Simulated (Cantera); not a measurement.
Feed: 1 mol PbO, 8.3 mol CO, 4.1 mol N2, equilibrated at 602 °C and 11.0 mbar.

Method: chemical equilibrium by Gibbs-energy minimisation in Cantera with the NASA 1993 tables (ideal gas, pure condensed phases). Candidate condensed phases: C, Pb, PbO, PbO2, Pb3O4; 27 gas species. Rates play no part.

Base state: CO 0.589, N2 0.331, CO2 0.0806, Pb 6.13e-5 (mole fractions); condensed: Pb(l).

Task: What changes in the equilibrium state with this change: CO from 8.3 to 0.079 mol?

Result: 
```
species            before    after
----------------  -------  -------
N2                  0.331    0.981
CO2                0.0806   0.0189
Pb                6.13e-5  6.13e-5
CO                  0.589  6.42e-7
Pb(l), mol          0.999   0.0787
PbO(yellow), mol        0    0.921
```
